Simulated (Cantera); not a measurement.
An isothermal, constant-pressure homogeneous reactor starts with NO : N2 = 1 : 14 (molar parts), at 2075 K and 100.0 Torr. Integrator tolerance rtol = 1e-08.

Computed with Cantera and GRI-Mech 3.0 (53 species, 325 reactions).

What does this change do: pressure from 100.0 Torr to 0.440 bar?


```csv
quantity,before,after
x(NO) at 20.0 s,0.00419 (gas-phase equilibrium 0.00399),0.00400 (gas-phase equilibrium 0.00400)
x(N2O) at 20.0 s,9.07e-8 (gas-phase equilibrium 9.02e-8),1.64e-7 (gas-phase equilibrium 1.64e-7)
x(O) at 20.0 s,0.000565 (gas-phase equilibrium 0.000566),0.000312 (gas-phase equilibrium 0.000312)
x(N2) at 20.0 s,0.964 (gas-phase equilibrium 0.964),0.965 (gas-phase equilibrium 0.965)
x(NO2) at 20.0 s,8.96e-7 (gas-phase equilibrium 8.55e-7),1.56e-6 (gas-phase equilibrium 1.56e-6)
```

What does this change do: NO 1 to 2.3 parts?


```tsv
quantity	before	after
x(NO) at 20.0 s	0.00419 (gas-phase equilibrium 0.00399)	0.00584 (gas-phase equilibrium 0.00575)
x(N2O) at 20.0 s	9.07e-8 (gas-phase equilibrium 9.02e-8)	1.28e-7 (gas-phase equilibrium 1.27e-7)
x(O) at 20.0 s	0.000565 (gas-phase equilibrium 0.000566)	0.000832 (gas-phase equilibrium 0.000833)
x(N2) at 20.0 s	0.964 (gas-phase equilibrium 0.964)	0.926 (gas-phase equilibrium 0.926)
x(NO2) at 20.0 s	8.96e-7 (gas-phase equilibrium 8.55e-7)	1.84e-6 (gas-phase equilibrium 1.81e-6)
```
